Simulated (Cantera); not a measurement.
Premixed flame

A freely propagating, adiabatic, planar premixed flame of 28.9 % H₂, 12.1 % O₂, 59.0 % N₂, equivalence ratio 1.2, unburnt at 600 K and 500000 Pa; mixture-averaged transport, grid criteria slope 0.08 and curve 0.16, no radiation.

Computed with Cantera and the H2/O2 subset of GRI-Mech 3.0, which has no nitrogen chemistry. The hydrogen kinetics of GRI-Mech 3.0 are dated; newer H2 mechanisms differ, most at raised pressure. Burning velocities carry a grid error of a few per cent, more on coarse grids.

| z (mm) | T (K) | u (m/s) | x H₂ | x O₂ | x H₂O₂ | x O | x H₂O | x OH |
|---|---|---|---|---|---|---|---|---|
| -0.185 | 600 | 6.18 | 0.289 | 0.121 | <1e-8 | <1e-8 | <1e-8 | <1e-8 |
| -0.123 | 600 | 6.18 | 0.289 | 0.121 | <1e-8 | <1e-8 | 1.24e-8 | <1e-8 |
| -0.0923 | 600 | 6.18 | 0.289 | 0.121 | <1e-8 | <1e-8 | 1.44e-7 | <1e-8 |
| -0.0616 | 600 | 6.17 | 0.288 | 0.121 | 3.42e-8 | 2.23e-8 | 6.70e-6 | <1e-8 |
| -0.0308 | 638 | 6.46 | 0.275 | 0.122 | 1.43e-5 | 8.43e-6 | 0.00179 | 3.90e-5 |
| -0.0154 | 897 | 8.80 | 0.235 | 0.115 | 6.08e-5 | 0.000277 | 0.0266 | 0.000911 |
| 0 | 1328 | 12.7 | 0.162 | 0.0829 | 2.00e-5 | 0.00243 | 0.0983 | 0.00274 |
| 0.0154 | 1642 | 15.5 | 0.0978 | 0.0407 | 4.48e-6 | 0.00482 | 0.176 | 0.00644 |
| 0.0308 | 1809 | 16.9 | 0.0698 | 0.0193 | 2.65e-6 | 0.00508 | 0.215 | 0.00926 |
| 0.0616 | 1969 | 18.3 | 0.0587 | 0.00871 | 1.51e-6 | 0.00410 | 0.236 | 0.0109 |
| 0.123 | 2109 | 19.4 | 0.0564 | 0.00508 | 8.62e-7 | 0.00252 | 0.247 | 0.0102 |
| 0.246 | 2218 | 20.3 | 0.0545 | 0.00280 | 5.22e-7 | 0.00128 | 0.257 | 0.00818 |
| 0.492 | 2293 | 20.9 | 0.0527 | 0.00131 | 3.06e-7 | 0.000558 | 0.265 | 0.00584 |
x: mole fraction of selected species; z is measured from the peak of heat release.

* **laminar burning velocity**: 618 cm/s
* **thermal thickness**: 0.0616 mm
* **peak x(H₂O₂)**: 6.09e-5
* **peak x(O)**: 0.00513
* **peak x(OH)**: 0.0109
* **grid points**: 108
